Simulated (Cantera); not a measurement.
A Cantera script and what it prints.

```python
import numpy as np
import cantera as ct

gas_names = """
    CL CLO CL2 H HCL HNO HNO2 HNO3 HOCL HO2 H2 H2O H2O2 N NH NH2 NH3 NH2OH NO NO2 NO3 N2 N2H2 N2H4 N2O O
    OH O2 O3 Ti TiCL TiCL2 TiCL3 TiCL4 TiO TiOCL TiOCL2 TiO2
""".split()
cond_names = """
    H2O(s) H2O(L) NH4CL(a) NH4CL(b) Ti(a) Ti(b) Ti(L) TiCL2(s) TiCL3(s) TiCL4(L) TiN(s) TiN(L) TiO(a)
    TiO(b) TiO(L) TiO2(ru) TiO2(L) Ti2O3(a) Ti2O3(b) Ti2O3(L) Ti3O5(a) Ti3O5(b) Ti3O5(L) Ti4O7(s)
    Ti4O7(L)
""".split()


# ... load() reads the species with a 1 bar reference pressure and builds the phases ...
atoms = {
    'TiCl4': {'Ti': 1, 'CL': 4},
    'O2': {'O': 2},
    'N2': {'N': 2},
    'NH3': {'N': 1, 'H': 3},
}
top_T = {'TiCL2(s)': 1300, 'TiCL3(s)': 1000}  # K; cautious upper limits of use, not melting points


# ... equilibrate(T, P, feed) seeds the gas with the atoms and calls Mixture.equilibrate('TP', solver="vcs", rtol=1e-11, max_steps=5000) ...
results = []
feed = {'TiCl4': 1, 'O2': 2.7, 'N2': 36, 'NH3': 0.66}  # mol
P = 26  # Pa
for T in [1675, 1725, 1775, 1825, 1875, 1925, 1975]:
    mix = equilibrate(T, P, feed)
    results.append((T, P, feed, dict(zip(mix.species_names, mix.species_moles))))

top = {s: max(r[3][s] / sum(r[3][g] for g in gas_names) for r in results) for s in gas_names}
cols = sorted((s for s in top if top[s] > 1e-05), key=lambda s: -top[s])[:5]
seen = [c for c in cond_names if any(r[3].get(c, 0) > 1e-12 for r in results)]
print("log10 of partial pressures in bar; condensed amounts in mol")
print(f"{'T/K':>10s}" + "".join(f"{s[:9]:>10s}" for s in cols + seen))
for T, P, feed, n in results:
    ng = sum(n[g] for g in gas_names)
    print(f"{T:10.4g}" + "".join(f"{np.log10(max(n[s] / ng * P / 1e5, 1e-99)):10.3f}" for s in cols)
          + "".join(f"{n.get(c, 0):10.4g}" for c in seen))
```

It prints:

```
log10 of partial pressures in bar; condensed amounts in mol
       T/K        N2        CL       HCL        O2       H2O  TiO2(ru)
      1675    -3.650    -4.845    -4.984    -5.008    -6.056         1
      1725    -3.650    -4.830    -5.006    -5.017    -5.960    0.9999
      1775    -3.650    -4.815    -5.031    -5.028    -5.881    0.9997
      1825    -3.651    -4.799    -5.058    -5.041    -5.818    0.9989
      1875    -3.652    -4.784    -5.089    -5.057    -5.770    0.9969
      1925    -3.653    -4.769    -5.124    -5.075    -5.739    0.9915
      1975    -3.654    -4.754    -5.163    -5.097    -5.725    0.9777
```

Method: chemical equilibrium by Gibbs-energy minimisation in Cantera with the NASA 1993 tables (ideal gas, pure condensed phases).
